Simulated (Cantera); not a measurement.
Cantera run, input and output.

```python
import numpy as np
import cantera as ct

gas = ct.Solution("h2o2.yaml")
gas.TPX = 525, 13332, {'H2': 1, 'O2': 0.455, 'N2': 1.27}
flame = ct.FreeFlame(gas, width=0.16)
flame.set_refine_criteria(ratio=3, slope=0.08, curve=0.16)
flame.transport_model = "mixture-averaged"
flame.solve(loglevel=0, auto=True)
z, T = flame.grid, flame.T
thick = (T[-1] - T[0]) / np.gradient(T, z).max()
show = ['H2', 'O2', 'OH', 'H2O2', 'HO2', 'O']
print(f"laminar burning velocity  {flame.velocity[0] * 100:.3f} cm/s")
print(f"burnt temperature         {T[-1]:.1f} K")
print(f"thermal thickness         {thick * 1e3:.4f} mm")
print(f"grid points               {len(z)}")
z0 = z[flame.heat_release_rate.argmax()]
print(f"{'z/mm':>9s}{'T/K':>9s}{'u/(m/s)':>9s}" + "".join(f"{s:>11s}" for s in show))
rows = []
for k in (-3, -2, -1.5, -1, -0.5, -0.25, 0, 0.25, 0.5, 1, 2, 4, 8):
    zz = z0 + k * thick
    rows.append([k * thick, np.interp(zz, z, T), np.interp(zz, z, flame.velocity),
                 *(np.interp(zz, z, flame.X[gas.species_index(s)]) for s in show)])
    print(f"{rows[-1][0] * 1e3:9.3f}{rows[-1][1]:9.1f}{rows[-1][2]:9.3f}" + "".join(f"{x:11.3e}" for x in rows[-1][3:]))
```

Result:

```
laminar burning velocity  601.242 cm/s
burnt temperature         2531.1 K
thermal thickness         5.4855 mm
grid points               132
     z/mm      T/K  u/(m/s)         H2         O2         OH       H2O2        HO2          O
  -16.457    525.0    6.012  3.670e-01  1.670e-01  6.782e-21  2.793e-17  1.092e-16  2.738e-19
  -10.971    525.0    6.012  3.670e-01  1.670e-01  7.536e-17  8.644e-17  3.705e-12  2.401e-15
   -8.228    525.0    6.012  3.670e-01  1.670e-01  1.191e-14  1.101e-14  3.555e-10  3.151e-13
   -5.486    525.0    6.012  3.670e-01  1.670e-01  2.249e-11  1.880e-11  1.166e-07  1.830e-10
   -2.743    530.3    6.068  3.660e-01  1.670e-01  2.519e-05  7.415e-07  6.993e-05  4.540e-06
   -1.371    670.7    7.580  3.424e-01  1.637e-01  4.412e-04  2.247e-06  4.901e-05  1.969e-04
    0.000   1115.3   12.176  1.824e-01  1.095e-01  3.820e-03  8.067e-07  1.828e-05  8.933e-03
    1.371   1413.6   15.239  7.204e-02  4.018e-02  1.034e-02  9.127e-07  6.155e-06  1.769e-02
    2.743   1537.6   16.448  6.796e-02  3.290e-02  1.346e-02  6.802e-07  4.371e-06  1.830e-02
    5.486   1682.2   17.810  7.164e-02  2.974e-02  1.699e-02  4.024e-07  3.326e-06  1.763e-02
   10.971   1847.6   19.316  7.425e-02  2.625e-02  2.062e-02  2.095e-07  2.461e-06  1.595e-02
   21.942   2024.9   20.873  7.476e-02  2.240e-02  2.362e-02  1.113e-07  1.806e-06  1.341e-02
   43.884   2204.5   22.391  7.288e-02  1.836e-02  2.524e-02  6.985e-08  1.443e-06  1.039e-02
```

Computed with Cantera and the H2/O2 subset of GRI-Mech 3.0, which has no nitrogen chemistry. Burning velocities carry a grid error of a few per cent, more on coarse grids.
